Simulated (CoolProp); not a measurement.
Vapour pressure (kPa) of R22: the reference equation beside estimates from Tc = 369.3 K, pc = 4990 kPa, ω = 0.221.

The numbers come from the reference Helmholtz-energy equation of state, Kamei 1995 in CoolProp.

```
T (K)  reference  Lee-Kesler  Redlich-Kwong  Peng-Robinson
-----  ---------  ----------  -------------  -------------
220.7      56.80       55.67          98.00          57.35
230.3      92.00       90.77          151.6          92.40
240        143.2       142.1          225.5          143.3
249.7      214.3       213.7          323.4          213.8
259.3      309.0       309.0          447.7          307.8
269        434.1       435.2          605.1          432.0
278.7      594.2       596.4          798.3          591.4
288.3      792.7       795.9           1029          789.4
298         1040        1043           1305           1036
307.7       1339        1343           1628           1337
```

Absolute difference from the reference over all 10 rows, mean and median: Lee-Kesler 0.6 and 0.3 %, Redlich-Kwong 44.1 and 42.1 %, Peng-Robinson 0.4 and 0.4 %.
